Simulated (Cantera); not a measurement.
A closed system holds: 1 mol SiCl4, 21 mol N2, 7.9 mol H2, equilibrated at 54.0 mbar.

Cantera equilibrium calculation (NASA polynomials, part measured and part estimated; ideal gas, pure solids and liquids). The tables' values for SiCl3 are old estimates; treat these amounts as uncertain. Equilibrium is a limit: real reactors are often held back by kinetics, nucleation or transport. All values below are at 1650 K.

```json
[
 {"species": "H2", "before": "0.207", "after": "0.609"},
 {"species": "HCl", "before": "0.103", "after": "0.214"},
 {"species": "N2", "before": "0.676", "after": "0.105"},
 {"species": "SiCl2", "before": "0.0129", "after": "0.0659"},
 {"species": "SiH2Cl2", "before": "1.64e-6", "after": "2.47e-5"},
 {"species": "SiHCl3", "before": "2.84e-5", "after": "0.000304"},
 {"species": "SiCl4", "before": "8.39e-5", "after": "0.000636"},
 {"species": "SiCl3", "before": "0.000701", "after": "0.00437"},
 {"species": "SiCl", "before": "4.22e-6", "after": "1.78e-5"},
 {"species": "H", "before": "0.000178", "after": "0.000305"},
 {"species": "Si3N4(s), mol", "before": "0.194", "after": "0.0716"}
]
```
Gas species are given as mole fractions.

Problem. Name the change that produced these shifts.
A) pressure from 54.0 mbar to 16.0 Pa
B) pressure from 54.0 mbar to 0.100 bar
C) N2 from 21 to 1.3 mol
D) H2 from 7.9 to 93 mol

Solution. C, N2 from 21 to 1.3 mol. The tables' values for SiCl3, SiCl are old estimates; treat these amounts as uncertain
